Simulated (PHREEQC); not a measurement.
Model water analysis in mg/L, 63 °C, pH 6.59, pe 11:

```csv
constituent,mg/L
Na,0.0144
K,0.101
Ca,0.259
Mg,0.0158
Cl,0.0618
S(6) as SO4,0.248
Alkalinity as HCO3,0.638
Li,8.71e-05
Ba,0.00484
```

Valence states are taken as typed.

Model: ion-association model, phreeqc.dat, run in PHREEQC.

No solid was allowed to form.

### Question
Predict the charge-balance error.

### Answer
charge-balance error 0.4 %.

### Question
In which forms is C present?

### Answer
HCO3- 67 %, CO2 33 % of the C.

At this temperature some constants are extrapolated from 25 °C, and those without enthalpy data are left unchanged.
